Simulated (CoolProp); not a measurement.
A single-stage vapour-compression cycle with the fluid: evaporating at 324.15 K (dew point), condensing at 384.15 K (bubble point), superheat 2 K, subcooling 2 K, compressor efficiency 0.65, no pressure losses. The same conditions are run with several fluids, on thermodynamics alone (safety and materials aside).

Values from CoolProp's reference Helmholtz-energy equation of state of each fluid (R1233zd(E): Akasaka 2022; cyclohexane: Zhou 2014; benzene: Thol 2012; R236FA: Pan 2012; R21: Platzer 1990; 1,2-dichloroethane: Thol 2015). The equations of Platzer and Polt are older, rougher fits.

### Question
Rank R1233zd(E), cyclohexane, benzene, R236FA, R21, 1,2-dichloroethane by cooling COP, highest first.

### Answer
1,2-dichloroethane (3.03), benzene (2.94), cyclohexane (2.79), R21 (2.74), R1233zd(E) (2.42), R236FA (1.62)

| fluid | pressure ratio | discharge temperature (K) | refrigerating effect (kJ/kg) | volumetric capacity (kJ/m³) |
|---|---|---|---|---|
| R1233zd(E) | 4.35 | 391.0 | 101 | 1620 |
| cyclohexane | 6.16 | 388.5 | 255 | 304 |
| benzene | 6.39 | 408.8 | 307 | 337 |
| R236FA | 4.05 | 386.9 | 46.9 | 1870 |
| R21 | 4.06 | 423.7 | 149 | 2540 |
| 1,2-dichloroethane | 6.90 | 426.6 | 264 | 316 |
